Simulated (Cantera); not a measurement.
A perfectly stirred reactor is fed with C₂H₆ : H₂ = 1 : 28 (molar parts), at 0.113 Torr; it is held at 1898 K, and followed from long to short residence time.

Model: GRI-Mech 3.0 (53 species, 325 reactions), integrated in Cantera. GRI-Mech 3.0 stops at C3 and has no aromatics, soot or wall deposition, so with more carbon than oxygen in the feed, carbon stays in small species such as C2H2 where larger ones or solid carbon would form. Radical loss at walls, strong at low pressure, is not modelled.

Q: What does this change do: C2H6 1 to 0.22 parts?

A: 
| quantity | before | after |
|---|---|---|
| x(C₂H₆) at τ = 6.40 s | 1.44e-5 | 3.61e-6 |
| x(H₂) at τ = 6.40 s | 0.952 | 0.982 |
| x(CH₂) at τ = 6.40 s | 1.51e-5 | 5.87e-6 |
| x(H) at τ = 6.40 s | 0.00788 | 0.00674 |
| x(CH₃) at τ = 6.40 s | 0.00215 | 0.000820 |
| x(C₂H₆) at τ = 0.160 s | 0.000489 | 0.000142 |
| x(H₂) at τ = 0.160 s | 0.935 | 0.980 |
| x(CH₂) at τ = 0.160 s | 4.32e-5 | 9.33e-6 |
| x(H) at τ = 0.160 s | 0.0101 | 0.00639 |
| x(CH₃) at τ = 0.160 s | 0.00823 | 0.00154 |

Q: What does this change do: pressure from 0.113 Torr to 4.88 Torr?

A: 
```csv
quantity,before,after
x(C₂H₆) at τ = 6.40 s,1.44e-5,4.54e-7
x(H₂) at τ = 6.40 s,0.952,0.959
x(CH₂) at τ = 6.40 s,1.51e-5,3.04e-6
x(H) at τ = 6.40 s,0.00788,0.00757
x(CH₃) at τ = 6.40 s,0.00215,0.000340
x(C₂H₆) at τ = 0.160 s,0.000489,2.07e-5
x(H₂) at τ = 0.160 s,0.935,0.953
x(CH₂) at τ = 0.160 s,4.32e-5,1.14e-5
x(H) at τ = 0.160 s,0.0101,0.00622
x(CH₃) at τ = 0.160 s,0.00823,0.00199
```
